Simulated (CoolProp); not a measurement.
Properties of ethylbenzene along the isobar 8.2 bar.

Values from CoolProp's reference Helmholtz-energy equation of state, Zhou 2012.

```json
[
 {"T (°C)": "-3.15", "phase": "liquid", "Z": "0.04370", "cp (kJ/(kg K))": "1.661"},
 {"T (°C)": "20.65", "phase": "liquid", "Z": "0.04111", "cp (kJ/(kg K))": "1.732"},
 {"T (°C)": "44.45", "phase": "liquid", "Z": "0.03896", "cp (kJ/(kg K))": "1.809"},
 {"T (°C)": "68.25", "phase": "liquid", "Z": "0.03718", "cp (kJ/(kg K))": "1.890"},
 {"T (°C)": "92.05", "phase": "liquid", "Z": "0.03569", "cp (kJ/(kg K))": "1.975"},
 {"T (°C)": "115.85", "phase": "liquid", "Z": "0.03446", "cp (kJ/(kg K))": "2.063"},
 {"T (°C)": "139.65", "phase": "liquid", "Z": "0.03346", "cp (kJ/(kg K))": "2.152"},
 {"T (°C)": "163.45", "phase": "liquid", "Z": "0.03269", "cp (kJ/(kg K))": "2.244"},
 {"T (°C)": "187.25", "phase": "liquid", "Z": "0.03213", "cp (kJ/(kg K))": "2.338"},
 {"T (°C)": "211.05", "phase": "liquid", "Z": "0.03180", "cp (kJ/(kg K))": "2.438"},
 {"T (°C)": "234.85", "phase": "liquid", "Z": "0.03176", "cp (kJ/(kg K))": "2.550"},
 {"T (°C)": "258.65", "phase": "gas", "Z": "0.8472", "cp (kJ/(kg K))": "2.199"},
 {"T (°C)": "282.45", "phase": "gas", "Z": "0.8726", "cp (kJ/(kg K))": "2.228"},
 {"T (°C)": "306.25", "phase": "gas", "Z": "0.8919", "cp (kJ/(kg K))": "2.266"},
 {"T (°C)": "330.05", "phase": "gas", "Z": "0.9072", "cp (kJ/(kg K))": "2.308"}
]
```
